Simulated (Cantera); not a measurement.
**Premixed flame**

A freely propagating, adiabatic, planar premixed flame of CH4 : O2 : N2 : H2O = 1 : 1.82 : 6.84 : 0.55 (molar parts), equivalence ratio 1.1, unburnt at 648 K and 750 Torr; multicomponent+Soret transport, grid criteria slope 0.08 and curve 0.16, no radiation.

Detailed kinetics in Cantera: GRI-Mech 3.0 (53 species, 325 reactions). Burning velocities carry a grid error of a few per cent, more on coarse grids.

| z (mm) | T (K) | u (m/s) | x CH4 | x O2 | x H2O | x CO | x CH3 | x N2O |
|---|---|---|---|---|---|---|---|---|
| -1.09 | 648 | 1.28 | 0.0978 | 0.178 | 0.0538 | 3.49e-6 | 4.10e-8 | <1e-8 |
| -0.728 | 650 | 1.29 | 0.0974 | 0.178 | 0.0540 | 4.00e-5 | 4.20e-7 | <1e-8 |
| -0.546 | 658 | 1.31 | 0.0964 | 0.177 | 0.0547 | 0.000210 | 2.08e-6 | <1e-8 |
| -0.364 | 712 | 1.42 | 0.0915 | 0.173 | 0.0602 | 0.00163 | 1.83e-5 | <1e-8 |
| -0.182 | 1072 | 2.17 | 0.0659 | 0.143 | 0.0964 | 0.0147 | 0.000527 | <1e-8 |
| -0.0910 | 1462 | 3.00 | 0.0363 | 0.102 | 0.138 | 0.0334 | 0.00252 | 1.97e-8 |
| 0 | 1826 | 3.79 | 0.00864 | 0.0540 | 0.181 | 0.0525 | 0.00272 | 4.01e-8 |
| 0.0910 | 1980 | 4.12 | 0.000660 | 0.0263 | 0.201 | 0.0529 | 0.000392 | 5.99e-8 |
| 0.182 | 2021 | 4.19 | 2.66e-5 | 0.0168 | 0.206 | 0.0450 | 1.87e-5 | 7.05e-8 |
| 0.364 | 2064 | 4.26 | 6.46e-8 | 0.0122 | 0.207 | 0.0366 | 5.11e-8 | 7.19e-8 |
| 0.728 | 2118 | 4.35 | <1e-8 | 0.00981 | 0.209 | 0.0327 | <1e-8 | 6.99e-8 |
| 1.46 | 2182 | 4.46 | <1e-8 | 0.00754 | 0.214 | 0.0308 | <1e-8 | 6.95e-8 |
| 2.91 | 2244 | 4.57 | <1e-8 | 0.00520 | 0.220 | 0.0288 | <1e-8 | 6.89e-8 |
x: mole fraction of selected species; z is measured from the peak of heat release.

* **laminar burning velocity**: 128 cm/s
* **thermal thickness**: 0.364 mm
* **peak x(CO)**: 0.0551
* **peak x(CH3)**: 0.00339
* **grid points**: 157
